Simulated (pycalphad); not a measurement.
Source of the numbers: pycalphad with the COST 507 light-alloy database (1999); pressure 1 atm. The database dates from 1999; later assessments differ in places, in temperatures and in the compounds included. Phase fractions are per mole of atoms.

### Question
Give the equilibrium state of Sn-39.9Si (at.%) at 1177 °C.

### Answer
LIQUID, fraction 0.674, with 10.8 Si at.%; DIAMOND_A4, fraction 0.326, with >99.99 Si at.%.

DIAMOND_A4 is diamond (Si).
